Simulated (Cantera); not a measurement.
A closed system holds: 1 mol Si, 2.5 mol H2O, a varied amount of H2, at 1475 °C and 7.50 Torr.

Cantera equilibrium calculation (NASA polynomials, part measured and part estimated; ideal gas, pure solids and liquids). Candidate condensed phases: H2O, Si, SiO2; 18 gas species. The tables hold silica as quartz up to 1696 K and as liquid above; real silica turns to tridymite and cristobalite and melts near 1996 K. The numbers say what is thermodynamically allowed, not how fast it happens.

x: gas mole fraction; n: condensed amount in mol.

| n(H2) (mol) | x H2 | x H2O | x SiO | x H | x OH | n SiO2(condensed) |
|---|---|---|---|---|---|---|
| 26 | 0.973 | 0.0210 | 0.00357 | 0.00225 | 2.84e-6 | 0.898 |
| 33 | 0.975 | 0.0181 | 0.00414 | 0.00226 | 2.45e-6 | 0.852 |
| 40 | 0.977 | 0.0163 | 0.00461 | 0.00226 | 2.20e-6 | 0.803 |
| 50 | 0.978 | 0.0146 | 0.00515 | 0.00226 | 1.97e-6 | ___ |
| 62 | 0.979 | 0.0133 | 0.00565 | 0.00226 | 1.80e-6 | ___ |
| 76 | 0.979 | 0.0124 | 0.00608 | 0.00226 | 1.67e-6 | ___ |
| 94 | 0.980 | 0.0116 | 0.00649 | 0.00226 | 1.57e-6 | ___ |
| 120 | 0.980 | 0.0109 | 0.00690 | 0.00226 | 1.47e-6 | ___ |
| 140 | 0.980 | 0.0104 | 0.00696 | 0.00226 | 1.41e-6 | 0 |
| 180 | 0.984 | 0.00816 | 0.00544 | 0.00227 | 1.10e-6 | 0 |
| 220 | 0.987 | 0.00670 | 0.00447 | 0.00227 | 9.00e-7 | 0 |

Problem. Complete the blanks.

Solution. 
- 50, n SiO2(condensed): 0.728
- 62, n SiO2(condensed): 0.633
- 76, n SiO2(condensed): 0.519
- 94, n SiO2(condensed): 0.369
- 120, n SiO2(condensed): 0.148
